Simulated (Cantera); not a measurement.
Chlorosilane synthesis and conversion: Si + HCl + H2

A closed system holds: 1 mol Si, a varied amount of HCl, 5.2 mol H2, equilibrated at 950 K and 4.80 bar.

Method: chemical equilibrium by Gibbs-energy minimisation in Cantera with the NASA 1993 tables (ideal gas, pure condensed phases). Candidate condensed phases: Si; 19 gas species. The tables' values for SiCl3 are old estimates; treat these amounts as uncertain. The numbers say what is thermodynamically allowed, not how fast it happens.

From 0.55 mol HCl to 2.8 mol HCl the condensed part is Si(s). At 3.9 mol HCl nothing is condensed. The main Si-bearing gas is SiHCl3 at 0.55 mol HCl and SiCl4 at 3.9 mol HCl. The share of Si in condensed phases is highest at 0.55 mol HCl (83.7 %) and lowest at 3.9 mol HCl (0.0 %).

```
n(HCl) (mol)  log p H2  log p SiCl4  log p SiHCl3  log p HCl  log p SiH2Cl2  n Si(s)
------------  --------  -----------  ------------  ---------  -------------  -------
0.55              0.67        -1.29         -1.11      -1.85          -1.93    0.837
0.76              0.66        -1.14         -1.00      -1.81          -1.85    0.776
1.1               0.66        -0.97         -0.88      -1.78          -1.78    0.678
1.5               0.65        -0.83         -0.78      -1.75          -1.72    0.563
2                 0.64        -0.71         -0.69      -1.72          -1.66    0.421
2.8               0.63        -0.58         -0.60      -1.69          -1.61    0.194
3.9               0.62        -0.33         -0.91      -1.15          -2.48        0
```
log p: log10 of the partial pressure in bar; n: condensed amount in mol.
